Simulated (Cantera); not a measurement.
# Equilibrium for silicon oxide and oxynitride deposition: Si₂H₆ + H₂O + H₂ + NO

Feed: 1 mol Si₂H₆, 0.15 mol H₂O, 0.11 mol H₂, a varied amount of NO, equilibrated at 627 °C and 0.190 bar.

Method: chemical equilibrium by Gibbs-energy minimisation in Cantera with the NASA 1993 tables (ideal gas, pure condensed phases). Candidate condensed phases: H₂O, Si, SiO₂, Si₂N₂O, Si₃N₄; 35 gas species. The feed counts by its element totals alone. Equilibrium is a limit: real reactors are often held back by kinetics, nucleation or transport.

```csv
n(NO) (mol),x H₂,x N₂,x H₂O,x O₂,x NH₃,x NO,n Si(s),n SiO₂(β-quartz),n Si₂N₂O(s)
0.53,1.00,<1e-12,6.26e-11,<1e-12,<1e-12,<1e-12,1.26,0.207,0.265
0.69,1.00,<1e-12,6.26e-11,<1e-12,<1e-12,<1e-12,1.06,0.247,0.345
0.9,1.00,<1e-12,6.26e-11,<1e-12,<1e-12,<1e-12,0.800,0.300,0.450
1.2,1.00,<1e-12,6.26e-11,<1e-12,<1e-12,<1e-12,0.425,0.375,0.600
1.5,1.00,<1e-12,6.26e-11,<1e-12,<1e-12,<1e-12,0.0500,0.450,0.750
2,0.895,0.105,2.06e-5,<1e-12,6.32e-5,<1e-12,0,0.767,0.617
2.6,0.787,0.213,2.30e-5,<1e-12,7.41e-5,<1e-12,0,1.17,0.417
3.4,0.678,0.322,2.27e-5,<1e-12,7.29e-5,<1e-12,0,1.70,0.150
4.4,0.496,0.403,0.101,<1e-12,5.11e-5,<1e-12,0,2.00,0
5.7,0.231,0.466,0.303,<1e-12,1.74e-5,<1e-12,0,2.00,0
7.4,2.36e-11,0.521,0.459,0.0204,<1e-12,2.34e-6,0,2.00,0
9.7,6.85e-12,0.516,0.347,0.138,<1e-12,6.04e-6,0,2.00,0
```
x: gas mole fraction; n: condensed amount in mol.

From 0.53 mol NO to 1.5 mol NO the condensed part is Si(s) + SiO₂(β-quartz) + Si₂N₂O(s). From 2 mol NO to 3.4 mol NO the condensed part is SiO₂(β-quartz) + Si₂N₂O(s). From 4.4 mol NO to 9.7 mol NO the condensed part is SiO₂(β-quartz).
